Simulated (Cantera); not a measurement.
Feed: 1 mol MgCO₃, 0.069 mol H₂S, 0.1 mol O₂, at 400 °C and 67000 Pa.

Equilibrium computed with Cantera from the NASA thermochemical tables; the gas is ideal and each condensed phase is pure. Candidate condensed phases: C, C₆H₆, C₇H₈, C₈H₁₈, H₂O, H₂SO₄, Mg, MgCO₃, MgO, Mg(OH)₂, MgS, MgSO₄, S; 130 gas species. Gases not in the tables: S₃ to S₇. Kinetics and transport are ignored.

Base state: CO₂ 0.928, H₂O 0.0525, H₂S 0.0116, SO₂ 0.00466, S₂ 0.00226, COS 0.000598, S₈ 0.000138, S₂O 4.71e-5 (mole fractions); condensed: MgO(s) + MgSO₄(s).

What changes in the equilibrium state with this change: O₂ from 0.1 to 0.44 mol?


```json
[
 {"species": "CO₂", "before": "0.928", "after": "0.729"},
 {"species": "O₂", "before": "<1e-9", "after": "0.220"},
 {"species": "H₂O", "before": "0.0525", "after": "0.0503"},
 {"species": "H₂S", "before": "0.0116", "after": "<1e-9"},
 {"species": "SO₂", "before": "0.00466", "after": "<1e-9"},
 {"species": "S₂", "before": "0.00226", "after": "<1e-9"},
 {"species": "MgO(s), mol", "before": "0.955", "after": "0.931"},
 {"species": "MgSO₄(s), mol", "before": "0.0447", "after": "0.0690"}
]
```
